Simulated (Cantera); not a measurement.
Input: 1 mol Cr, 0.2 mol N₂, 280 mol H₂, 9.9 mol NH₃, equilibrated at 0.160 bar.

Cantera equilibrium calculation (NASA polynomials, part measured and part estimated; ideal gas, pure solids and liquids). Candidate condensed phases: Cr, CrN, Cr₂N; 11 gas species. Kinetics and transport are ignored. All values below are at 2198 K.

Base state: H₂ 0.966, N₂ 0.0170, H 0.0137, Cr 0.00330 (mole fractions); condensed: gas only.

Q: What changes in the equilibrium state with this change: Cr replaced by Zr?

A: 
```json
[
 {"species": "H₂", "before": "0.966", "after": "0.971"},
 {"species": "N₂", "before": "0.0170", "after": "0.0154"},
 {"species": "H", "before": "0.0137", "after": "0.0137"},
 {"species": "Cr", "before": "0.00330", "after": "0"},
 {"species": "ZrN(s), mol", "before": "0", "after": "1.00"}
]
```
ZrN: taken at fixed stoichiometry. Further candidate phases: Zr, ZrN.
